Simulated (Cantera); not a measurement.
An adiabatic, constant-volume homogeneous reactor starts with H2 : O2 : N2 = 1 : 1.52 : 17 (molar parts), equivalence ratio 0.33, at 975 K and 1950 Torr.

Detailed kinetics in Cantera: the H2/O2 subset of GRI-Mech 3.0, which has no nitrogen chemistry. The hydrogen kinetics of GRI-Mech 3.0 are dated; newer H2 mechanisms differ, most at raised pressure.

x: mole fraction; the columns are a selection and need not sum to one.

```csv
t (s),T (K),P (bar),x H2,x O2,x O,x OH,x H2O2,x H2O,x HO2
1.00e-6,975,2.60,0.0512,0.0779,<1e-12,<1e-12,<1e-12,<1e-12,4.41e-12
3.23e-6,975,2.60,0.0512,0.0779,<1e-12,<1e-12,<1e-12,1.24e-12,1.75e-11
1.04e-5,975,2.60,0.0512,0.0779,3.39e-12,1.11e-12,<1e-12,1.27e-11,7.49e-11
3.37e-5,975,2.60,0.0512,0.0779,5.63e-12,1.70e-12,<1e-12,8.18e-11,3.12e-10
0.000109,975,2.60,0.0512,0.0779,5.97e-12,1.79e-12,4.40e-12,3.44e-10,1.14e-9
0.000352,975,2.60,0.0512,0.0779,6.32e-12,1.90e-12,4.89e-11,1.23e-9,3.84e-9
0.00114,975,2.60,0.0512,0.0779,7.63e-12,2.37e-12,5.14e-10,4.51e-9,1.30e-8
0.00367,975,2.60,0.0512,0.0779,1.43e-11,5.09e-12,5.39e-9,2.23e-8,4.95e-8
0.0119,975,2.60,0.0512,0.0779,8.78e-11,3.88e-11,8.20e-8,3.02e-7,3.67e-7
0.0383,976,2.60,0.0511,0.0778,(withheld),(withheld),(withheld),(withheld),(withheld)
0.124,1466,3.81,1.39e-7,0.0536,3.02e-7,2.14e-5,4.04e-9,0.0526,5.51e-8
0.400,1466,3.81,1.39e-7,0.0536,3.02e-7,2.14e-5,4.04e-9,0.0526,5.51e-8
```

### Question
Fill in the missing entries.

### Answer

- 0.0383, x O: 1.23e-8
- 0.0383, x OH: 8.06e-9
- 0.0383, x H2O2: 2.18e-5
- 0.0383, x H2O: 8.66e-5
- 0.0383, x HO2: 1.26e-5
